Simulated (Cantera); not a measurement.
**Carbon deposition, reforming and gasification: C3H6 + O2**

Charge: 1 mol C3H6, 0.013 mol O2, at 750 Torr.

Method: chemical equilibrium by Gibbs-energy minimisation in Cantera with the NASA 1993 tables (ideal gas, pure condensed phases). Candidate condensed phases: C, C6H6, C7H8, C8H18, H2O; 110 gas species. Equilibrium is a limit: real reactors are often held back by kinetics, nucleation or transport.

```tsv
T (K)	log p H2	log p CH4	log p CO	log p H2O	log p H	log p C2H2 (acetylene)	log p CO2	n C(graphite)
873	-0.13	-0.61	-2.59	-2.09	-10.39	-10.78	-4.13	2.40
1023	-0.03	-1.19	-2.14	-2.73	-8.40	-8.71	-4.72	2.80
1173	-0.01	-1.73	-2.07	-3.53	-6.93	-7.22	-5.70	2.92
1323	-0.01	-2.18	-2.07	-4.21	-5.80	-6.09	-6.54	2.95
1473	-0.01	-2.54	-2.07	-4.75	-4.90	-5.19	-7.20	2.97
1623	0.00	-2.84	-2.07	-5.19	-4.16	-4.46	-7.74	2.97
1773	0.00	-3.08	-2.07	-5.56	-3.55	-3.86	-8.19	2.97
1923	0.00	-3.29	-2.07	-5.86	-3.03	-3.35	-8.56	2.97
2073	-0.01	-3.46	-2.07	-6.12	-2.58	-2.92	-8.87	2.97
2223	-0.01	-3.62	-2.07	-6.35	-2.20	-2.55	-9.14	2.96
```
log p: log10 of the partial pressure in bar; n: condensed amount in mol.

From 873 K to 2223 K the condensed part is C(graphite). The main C-bearing gas is CH4 at 873 K and CO at 2223 K.
